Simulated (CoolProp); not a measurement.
Vapour-liquid equilibrium of propane (1) + R227EA (2) at 64.25 °C; x and y are mole fractions of (1).

The numbers come from the multi-fluid Helmholtz-energy mixture model, Lemmon 2009 and Lemmon 2016; pair parameters Bell 2016 in CoolProp.

Question: Give the bubble pressure and the first vapour's composition at x = 0.25, 0.35, 0.55. Is there an azeotrope?

Answer: x = 0.25: 19.51 bar, y = 0.393; x = 0.35: 21.30 bar, y = 0.480; x = 0.55: 23.75 bar, y = 0.619. y crosses x between x = 0.75 and 0.85: the model has an azeotrope there.

The pair parameters rest on a limited set of measurements; away from them the model extrapolates.
